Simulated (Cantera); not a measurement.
A perfectly stirred reactor is fed with CH₄ : N₂ = 1 : 38 (molar parts), at 0.000849 atm; it is held at 1350 K, and followed from long to short residence time.

Cantera simulation using GRI-Mech 3.0 (53 species, 325 reactions); the numbers are that mechanism's predictions, not measurements. GRI-Mech 3.0 stops at C3 and has no aromatics, soot or wall deposition, so with more carbon than oxygen in the feed, carbon stays in small species such as C2H2 where larger ones or solid carbon would form. Radical loss at walls, strong at low pressure, is not modelled.

Problem. What does this change do: pressure from 0.000849 atm to 0.00730 atm?

Solution. 
```json
[
 {"quantity": "x(CH₄) at τ = 28.0 s", "before": "0.0256", "after": "0.0242"},
 {"quantity": "x(H) at τ = 28.0 s", "before": "4.87e-9", "after": "1.58e-7"},
 {"quantity": "x(C₂H₂) at τ = 28.0 s", "before": "2.15e-6", "after": "0.000457"},
 {"quantity": "x(CH₂) at τ = 28.0 s", "before": "2.48e-10", "after": "1.64e-9"},
 {"quantity": "x(C₂H) at τ = 28.0 s", "before": "<1e-12", "after": "2.68e-11"},
 {"quantity": "x(CH₄) at τ = 25.0 ms", "before": "0.0256", "after": "0.0256"},
 {"quantity": "x(H) at τ = 25.0 ms", "before": "8.25e-10", "after": "9.07e-10"},
 {"quantity": "x(C₂H₂) at τ = 25.0 ms", "before": "<1e-12", "after": "<1e-12"},
 {"quantity": "x(CH₂) at τ = 25.0 ms", "before": "<1e-12", "after": "<1e-12"},
 {"quantity": "x(C₂H) at τ = 25.0 ms", "before": "<1e-12", "after": "<1e-12"}
]
```
